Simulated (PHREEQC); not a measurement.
## Acid mine or pickling water: an equilibrium model

Synthetic water in mg/kgw, 25 °C, pH 2.05, pe 9.9:

| constituent | mg/kgw |
|---|---|
| Na | 150 |
| K | 228 |
| Ca | 80.6 |
| Mg | 5.1 |
| Cl | 177 |
| S(6) as SO4 | 1430 |
| Br | 5.41 |
| Li | 0.0285 |
| Al | 1.08 |

Valence states are taken as typed.

Model: ion-association model, wateq4f.dat, run in PHREEQC.

Each row changes one thing in this solution. No solid was allowed to form.

```
case                                               ionic strength (mol/kgw)  SO4-2 (mol/kgw)  HSO4- (mol/kgw)  KSO4- (mol/kgw)  Mg+2 (mol/kgw)  MgSO4 (mol/kgw)  SI of Gypsum (CaSO4:2H2O)  SI of Halite (NaCl)
-------------------------------------------------  ------------------------  ---------------  ---------------  ---------------  --------------  ---------------  -------------------------  -------------------
as made                                                              0.0374          0.00909          0.00470         0.000178        0.000135          7.43e-5                      -0.92                -6.23
temperature from 25 to 50 °C at the same typed pH                    0.0345          0.00713          0.00664         0.000206        0.000119          9.09e-5                      -0.99                -6.29
Cl from 177 to 354 mg/kgw                                            0.0401          0.00915          0.00466         0.000176        0.000137          7.29e-5                      -0.93                -5.94
Li from 0.0285 to 0.0143 mg/kgw                                      0.0374          0.00909          0.00470         0.000178        0.000135          7.43e-5                      -0.92                -6.23
```

At this temperature some constants are extrapolated from 25 °C, and those without enthalpy data are left unchanged.
